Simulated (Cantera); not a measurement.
Cantera with NASA thermochemical tables; ideal gases at 1 bar, condensed phases pure. Values are per mole of reaction as written; species without (g) are pure solids or liquids, kept so even where they would boil at 1 bar. The tables' values for BOCl are old estimates.

Between 300 and 2200 K, where is each reaction favourable under standard conditions?
- 3 B₂O₂(g) + 2 BCl₃(g) → 6 BOCl(g) + 2 B


- 3 B₂O₂(g) + 2 BCl₃(g) → 6 BOCl(g) + 2 B: ΔG° is 238 kJ at 300 K and -7 kJ at 2200 K; it changes sign between 2125 and 2200 K. ΔH° is 283 kJ and ΔS° 132 J/K at 2200 K.
